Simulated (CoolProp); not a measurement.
Vapour-liquid equilibrium of R22 (1) + R142b (2) at 5.37 bar; x and y are mole fractions of (1).

The numbers come from the multi-fluid Helmholtz-energy mixture model, Kamei 1995 and Lemmon 2006; pair parameters Bell 2016 in CoolProp.

```csv
x,"bubble temperature, mixture model (K)","bubble temperature, Raoult's law (K)","y, mixture model","y, Raoult's law"
0.05,311.2,310.8,0.115,0.135
0.15,305.8,304.8,…,0.347
0.25,…,299.7,…,0.506
0.35,296.8,295.2,0.579,0.627
0.45,292.9,291.2,…,0.722
0.55,289.2,287.7,0.767,0.798
0.65,…,284.5,0.838,0.858
0.75,282.6,281.6,…,0.908
0.85,279.6,279.0,0.946,0.950
0.95,276.8,276.6,…,0.985
```

Q: Complete the blanks.

A: 
- 0.15, y, mixture model: 0.305
- 0.25, bubble temperature, mixture model (K): 301.1
- 0.25, y, mixture model: 0.456
- 0.45, y, mixture model: 0.682
- 0.65, bubble temperature, mixture model (K): 285.8
- 0.75, y, mixture model: 0.898
- 0.95, y, mixture model: 0.984

The largest gap from Raoult's law is +1.7 K in bubble temperature, at x = 0.45. No azeotrope shows between x = 0.05 and 0.95.

The pair parameters rest on a limited set of measurements; away from them the model extrapolates.
